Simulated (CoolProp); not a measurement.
Computed with CoolProp (reference Helmholtz-energy equation of state, Lemmon 2006). It is a short technical equation, of lower accuracy than the large ones.

**Question.** Give the vapour pressure (MPa), liquid density (kg/m³), vapour density (kg/m³), enthalpy of vaporisation (kJ/kg) of saturated CH3F (R41) at -16.85, 39.25 °C.

**Answer.** 
```tsv
T (°C)	p (MPa)	liquid density (kg/m³)	vapour density (kg/m³)	enthalpy of vaporisation (kJ/kg)
-16.85	1.25	732	25.2	378
39.25	5.29	468	171	137
```
